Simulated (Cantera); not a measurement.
An isothermal, constant-pressure homogeneous reactor starts with 22.2 % H2, 77.8 % O2, equivalence ratio 0.14, at 1150 K and 270 Pa.

Detailed kinetics in Cantera: the H2/O2 subset of GRI-Mech 3.0, which has no nitrogen chemistry. Radical loss at walls, strong at low pressure, is not modelled. The temperature is held fixed by assumption; the heat of reaction is taken as removed at once.

x: mole fraction; the columns are a selection and need not sum to one.

```tsv
t (s)	x H2	x O2	x H2O	x H	x H2O2
4.00e-5	0.222	0.778	4.27e-12	4.56e-10	<1e-12
0.000187	0.222	0.778	3.12e-10	2.06e-9	<1e-12
0.000875	0.222	0.778	2.15e-8	2.11e-8	1.05e-11
0.00409	0.221	0.778	9.79e-5	6.28e-5	2.83e-10
0.0191	0.01000	0.658	0.168	0.0812	5.37e-8
0.0894	0.00820	0.683	0.192	0.0540	6.75e-8
0.418	(withheld)	0.735	0.237	(withheld)	(withheld)
1.96	0.000101	0.750	0.248	5.92e-5	5.06e-8
9.15	5.78e-6	0.751	0.249	8.23e-7	1.14e-8
42.8	(withheld)	0.751	0.249	(withheld)	(withheld)
200	1.11e-7	0.751	0.249	2.23e-9	5.96e-10
```

**Question.** What belongs in the gaps?

**Answer.** 
- 0.418, x H2: 0.00238
- 0.418, x H: 0.00706
- 0.418, x H2O2: 1.03e-7
- 42.8, x H2: 6.71e-7
- 42.8, x H: 3.29e-8
- 42.8, x H2O2: 2.57e-9
